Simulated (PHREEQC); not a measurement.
Make-up at 25 °C and 100 atm: 0.042 mol/kgw HNO3, 0.0012 mol/kgw K2SO4 and 0.00027 mol/kgw KH2PO4. Closed to the air; pH follows from the charge balance.

All values are PHREEQC results (ion-association model, phreeqc.dat), not measurements.

Precipitation was switched off in this run.

Task: Order these S species by the share of S that they hold, largest first: SO4-2, KSO4-, HSO4-.

Result: HSO4- (64 %), SO4-2 (36 %), KSO4- (0.30 %)

The pH is 1.45 and the ionic strength 0.0441 mol/kgw. Complexes and solids missing from the database can't appear. Under pressure, the constants of complexes without a molar volume in the database are unreliable.
